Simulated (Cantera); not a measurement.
**SiF₄ + CH₄ + H₂ (silicon carbide growth)**

Input: 1 mol SiF₄, 0.96 mol CH₄, 890 mol H₂, held at 0.240 bar.

These are equilibrium values from Cantera (NASA tables, ideal gas, pure condensed phases), not measurements of a reactor. Candidate condensed phases: C, C₆H₆, C₇H₈, C₈H₁₈, Si, SiC; 113 gas species. The tables' values for SiF₃, SiF₂ are old estimates; treat these amounts as uncertain. Kinetics and transport are ignored.

From 627 °C to 852 °C nothing is condensed. From 927 °C to 1452 °C the condensed part is SiC(s).

```tsv
T (°C)	log p H₂	log p HF	log p SiF₄	log p CH₄	n SiC(s)
627	-0.62	-5.32	-3.58	-3.59	0
702	-0.62	-5.02	-3.59	-3.59	0
777	-0.62	-4.75	-3.60	-3.59	0
852	-0.62	-4.52	-3.62	-3.59	0
927	-0.62	-4.21	-3.64	-3.60	0.0223
1002	-0.62	-3.89	-3.68	-3.63	0.0825
1077	-0.62	-3.62	-3.75	-3.68	0.183
1152	-0.62	-3.40	-3.87	-3.77	0.324
1227	-0.62	-3.24	-4.05	-3.91	0.487
1302	-0.62	-3.13	-4.31	-4.09	0.634
1377	-0.62	-3.07	-4.65	-4.30	0.736
1452	-0.62	-3.04	-5.04	-4.50	0.791
```
log p: log10 of the partial pressure in bar; n: condensed amount in mol.
